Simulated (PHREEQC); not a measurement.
0.74 g of hydrous ferric oxide (600 m²/g; 0.2 weak and 0.005 strong sites per Fe, Dzombak-Morel constants, diffuse double layer) in 1 kg of water with 0.3 mol/kgw of an inert sodium salt and 0.32 mmol/kgw Na2HAsO4, at 25 °C; the pH is set by adding NaOH or the inert anion's acid. Oxygen is held at 0.21 atm. The system is closed to CO2. No solid was allowed to form.

The series has 17 steps of pH, from 3 to 9.

All values are PHREEQC results (ion-association model, wateq4f.dat), not measurements.

At which pH does the surface charge pass through zero?

Near pH 7.4.

Species that the database lacks are ignored. The oxide is taken as insoluble; below pH 4 it would dissolve.
